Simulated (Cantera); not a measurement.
Input: 1 mol V, 1.6 mol NH3, at 1275 K and 0.323 Torr.

Equilibrium computed with Cantera from the NASA thermochemical tables; the gas is ideal and each condensed phase is pure. Candidate condensed phases: V, VN; 11 gas species. VN: taken at fixed stoichiometry. Condensed phases not in the tables: V2N. The numbers say what is thermodynamically allowed, not how fast it happens.

Base state: H2 0.889, N2 0.111, H 3.35e-5 (mole fractions); condensed: VN(s).

**Question.** What changes in the equilibrium state with this change: NH3 from 1.6 to 0.1 mol?

**Answer.** 
```csv
species,before,after
H2,0.889,1.000
H,3.35e-5,3.55e-5
N2,0.111,2.75e-6
"VN(s), mol",1.00,0.1000
"V(s), mol",0,0.900
```
Mutual solubility and eutectic melting of coexisting phases are not modelled. Condensed phases not in the tables: V2N, N, O or C dissolved in the metal.
